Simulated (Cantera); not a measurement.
**NO annealing gas**

An isothermal, constant-pressure homogeneous reactor starts with 77.5 % NO, 22.5 % N2, at 2100 K and 0.133 bar.

Computed with Cantera and GRI-Mech 3.0 (53 species, 325 reactions).

```
t (s)       x NO     x N2O   x N2     x NO2      x O2       x O
--------  ------  --------  -----  --------  --------  --------
0.000100   0.775   1.80e-5  0.225   7.97e-7   2.30e-7   1.83e-5
0.000353   0.775   5.89e-5  0.225   7.20e-6   3.00e-6   6.47e-5
0.00125    0.775  0.000159  0.225   4.03e-5   4.86e-5  0.000235
0.00440    0.773  0.000254  0.226   9.01e-5  0.000717  0.000531
0.0155     0.766  0.000254  0.229  0.000104   0.00415  0.000604
0.0548     0.740  0.000230  0.242  0.000134    0.0168  0.000743
0.193      0.646  0.000162  0.289  0.000195    0.0634   0.00110
0.682      0.365   4.53e-5  0.429  0.000192     0.204   0.00178
2.41      0.0604   1.29e-6  0.581   4.21e-5     0.356   0.00229
8.50      0.0129   2.19e-7  0.605   9.26e-6     0.380   0.00236
30.0      0.0118   2.11e-7  0.606   8.50e-6     0.380   0.00236
```
x: mole fraction; the columns are a selection and need not sum to one.

Equilibrium at this temperature and pressure: NO 0.0118, N2O 2.11e-7, N2 0.606, NO2 8.50e-6, O2 0.380, O 0.00236 (gas phase only).
